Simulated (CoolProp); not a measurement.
A single-stage vapour-compression cycle with hydrogen chloride: evaporating at 209.15 K (dew point), condensing at 279.15 K (bubble point), superheat 10 K, subcooling 0 K, compressor efficiency 0.65, no pressure losses. Each further row changes one setting.

Model: reference Helmholtz-energy equation of state, Thol 2018, in CoolProp.

```json
[
 {"case": "as stated", "cooling COP": "1.25", "pressure ratio": "10.3", "discharge temperature (K)": "524.5", "refrigerating effect (kJ/kg)": "301", "volumetric capacity (kJ/m³)": "1860"},
 {"case": "evaporating temperature 214.15 K", "cooling COP": "1.42", "pressure ratio": "8.29", "discharge temperature (K)": "495.4", "refrigerating effect (kJ/kg)": "304", "volumetric capacity (kJ/m³)": "2300"},
 {"case": "condensing temperature 274.15 K", "cooling COP": "1.40", "pressure ratio": "9.08", "discharge temperature (K)": "501.8", "refrigerating effect (kJ/kg)": "311", "volumetric capacity (kJ/m³)": "1920"},
 {"case": "subcooling 5 K", "cooling COP": "1.29", "pressure ratio": "10.3", "discharge temperature (K)": "524.5", "refrigerating effect (kJ/kg)": "312", "volumetric capacity (kJ/m³)": "1920"},
 {"case": "superheat 20 K", "cooling COP": "1.22", "pressure ratio": "10.3", "discharge temperature (K)": "551.0", "refrigerating effect (kJ/kg)": "310", "volumetric capacity (kJ/m³)": "1810"},
 {"case": "compressor efficiency 0.55", "cooling COP": "1.06", "pressure ratio": "10.3", "discharge temperature (K)": "576.4", "refrigerating effect (kJ/kg)": "301", "volumetric capacity (kJ/m³)": "1860"}
]
```
